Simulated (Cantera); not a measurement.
A freely propagating, adiabatic, planar premixed flame of CH₄ : O₂ : N₂ = 1 : 1.43 : 5.37 (molar parts), unburnt at 548 K and 100.0 Torr; mixture-averaged transport, grid criteria slope 0.08 and curve 0.16, no radiation.

Cantera simulation using GRI-Mech 3.0 (53 species, 325 reactions); the numbers are that mechanism's predictions, not measurements. Burning velocities carry a grid error of a few per cent, more on coarse grids.

x: mole fraction of selected species; z is measured from the peak of heat release.

```csv
z (mm),T (K),u (m/s),x CH₄,x O₂,x CH₂O,x N₂O,x NO₂,x CH₂CO
-7.74,548,1.02,0.128,0.183,1.05e-7,<1e-8,<1e-8,<1e-8
-5.16,551,1.03,0.127,0.182,2.29e-6,<1e-8,<1e-8,1.52e-8
-3.87,564,1.07,0.125,0.180,1.56e-5,<1e-8,<1e-8,1.65e-7
-2.58,657,1.26,0.116,0.172,0.000126,<1e-8,1.93e-8,3.64e-6
-1.29,___,2.16,___,___,___,<1e-8,___,___
-0.645,___,2.96,___,___,___,<1e-8,___,___
0,1807,3.66,0.0123,0.0426,0.000649,<1e-8,<1e-8,0.000190
0.645,1971,4.01,0.00187,0.0159,0.000192,<1e-8,<1e-8,4.91e-5
1.29,2022,4.11,0.000211,0.00564,3.54e-5,<1e-8,<1e-8,7.14e-6
2.58,2040,4.14,3.24e-6,0.00129,8.88e-7,<1e-8,<1e-8,2.58e-7
5.16,2047,4.14,<1e-8,0.000745,<1e-8,<1e-8,<1e-8,<1e-8
10.3,2054,4.16,<1e-8,0.000666,<1e-8,<1e-8,<1e-8,<1e-8
20.6,2064,4.17,<1e-8,0.000568,<1e-8,<1e-8,<1e-8,<1e-8
```

Question: What belongs in the gaps?

Answer: 
- -1.29, T (K): 1097
- -1.29, x CH₄: 0.0786
- -1.29, x O₂: 0.132
- -1.29, x CH₂O: 0.000783
- -1.29, x NO₂: 1.53e-8
- -1.29, x CH₂CO: 7.66e-5
- -0.645, T (K): 1477
- -0.645, x CH₄: 0.0424
- -0.645, x O₂: 0.0882
- -0.645, x CH₂O: 0.00111
- -0.645, x NO₂: 1.21e-8
- -0.645, x CH₂CO: 0.000209
